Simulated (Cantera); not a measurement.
A perfectly stirred reactor is fed with 3.11 % CH4, 74.0 % H2, 22.9 % H, at 26000 Pa; it is held at 2323 K, and followed from long to short residence time.

Cantera simulation using GRI-Mech 3.0 (53 species, 325 reactions); the numbers are that mechanism's predictions, not measurements. GRI-Mech 3.0 stops at C3 and has no aromatics, soot or wall deposition, so with more carbon than oxygen in the feed, carbon stays in small species such as C2H2 where larger ones or solid carbon would form.

x: mole fraction; the columns are a selection and need not sum to one.

| τ (s) | x CH4 | x H2 | x H | x C2H2 | x CH3 | x C2H4 |
|---|---|---|---|---|---|---|
| 0.96 | [?] | 0.962 | 0.0216 | 0.0166 | 8.18e-5 | 5.88e-6 |
| 0.29 | [?] | 0.961 | 0.0223 | 0.0165 | 0.000135 | 5.81e-6 |
| 0.087 | [?] | 0.959 | 0.0242 | 0.0164 | 0.000231 | 5.73e-6 |
| 0.026 | [?] | 0.954 | 0.0287 | 0.0161 | 0.000382 | 5.72e-6 |
| 0.0078 | [?] | 0.943 | 0.0392 | 0.0159 | 0.000571 | 5.72e-6 |
| 0.0023 | [?] | 0.919 | 0.0635 | 0.0157 | 0.000712 | 5.12e-6 |
| 0.00070 | 0.000410 | 0.883 | 0.100 | 0.0152 | 0.000800 | 4.35e-6 |
| 0.00021 | 0.000438 | 0.851 | 0.132 | 0.0145 | 0.00108 | 5.14e-6 |

Complete the blanks.


- 0.96, x CH4: 0.000197
- 0.29, x CH4: 0.000314
- 0.087, x CH4: 0.000493
- 0.026, x CH4: 0.000690
- 0.0078, x CH4: 0.000751
- 0.0023, x CH4: 0.000574
